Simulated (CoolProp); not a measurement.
Vapour-liquid equilibrium of R22 (1) + R134a (2) at 0.0047 MPa; x and y are mole fractions of (1).

Values from CoolProp's multi-fluid Helmholtz-energy mixture model, Kamei 1995 and Tillner-Roth 1994; pair parameters Bell 2016.

| x | bubble temperature (K) | y at the bubble point | dew temperature at overall composition x (K) | liquid density (mol/L) |
|---|---|---|---|---|
| 0.05 | 194.7 | 0.155 | 195.7 | 15.05 |
| 0.2 | 191.3 | 0.456 | 194.3 | 15.47 |
| 0.35 | 189.0 | 0.631 | 192.6 | 15.89 |
| 0.5 | 187.1 | 0.749 | 190.8 | 16.32 |
| 0.65 | 185.6 | 0.839 | 188.7 | 16.76 |
| 0.8 | 184.4 | 0.913 | 186.3 | 17.22 |
| 0.95 | 183.2 | 0.979 | 183.7 | 17.71 |

No azeotrope shows between x = 0.05 and 0.95.

Pair parameters are fitted to limited data, so mixtures are less certain than the pure fluids.
